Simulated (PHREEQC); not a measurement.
**Copper plating or etch bath**

A solution holds 0.0039 mol/kgw CuSO4, 0.016 mol/kgw HCl and 0.00012 mol/kgw H3BO3, at 45 °C. Closed to the air; pH follows from the charge balance.

Computed with PHREEQC (ion-association model, wateq4f.dat).

Precipitation was switched off in this run.

Problem. Estimate the pH, ionic strength.

Solution. pH 1.91; ionic strength 0.0259 mol/kgw.

Problem. In which forms is S present?

Solution. HSO4- 50 %, SO4-2 41 %, CuSO4 9.4 % of the S.

Away from 25 °C the constants follow the database's enthalpies or fits; those with neither stay at their 25 °C values.
